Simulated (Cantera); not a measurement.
An isothermal, constant-pressure homogeneous reactor starts with CH4 : H2 : CO2 = 0.012 : 1 : 0.0072 (molar parts), at 1823 K and 0.336 atm. Integrator tolerance rtol = 1e-08.

Model: GRI-Mech 3.0 (53 species, 325 reactions), integrated in Cantera. GRI-Mech 3.0 stops at C3 and has no aromatics, soot or wall deposition, so with more carbon than oxygen in the feed, carbon stays in small species such as C2H2 where larger ones or solid carbon would form.

### Question
What does this change do: CH4 0.012 to 0.033 parts?

### Answer
```tsv
quantity	before	after
x(CH4) at 6.00 s	0.00113 (gas-phase equilibrium 0.000711)	0.00180 (gas-phase equilibrium 0.00167)
x(H2) at 6.00 s	0.981 (gas-phase equilibrium 0.983)	0.973 (gas-phase equilibrium 0.973)
x(CO2) at 6.00 s	9.50e-6 (gas-phase equilibrium 1.38e-9)	3.01e-6 (gas-phase equilibrium 5.33e-10)
x(H2O) at 6.00 s	0.00349 (gas-phase equilibrium 3.82e-7)	0.000918 (gas-phase equilibrium 1.52e-7)
x(OH) at 6.00 s	1.83e-7 (gas-phase equilibrium 2.00e-11)	4.84e-8 (gas-phase equilibrium 8.00e-12)
```

### Question
What does this change do: temperature 1823 to 1400 K?

### Answer
```tsv
quantity	before	after
x(CH4) at 6.00 s	0.00113 (gas-phase equilibrium 0.000711)	0.0116 (gas-phase equilibrium 0.00458)
x(H2) at 6.00 s	0.981 (gas-phase equilibrium 0.983)	0.975 (gas-phase equilibrium 0.981)
x(CO2) at 6.00 s	9.50e-6 (gas-phase equilibrium 1.38e-9)	0.000904 (gas-phase equilibrium 3.41e-8)
x(H2O) at 6.00 s	0.00349 (gas-phase equilibrium 3.82e-7)	0.00616 (gas-phase equilibrium 5.22e-6)
x(OH) at 6.00 s	1.83e-7 (gas-phase equilibrium 2.00e-11)	1.05e-9 (gas-phase equilibrium <1e-12)
```
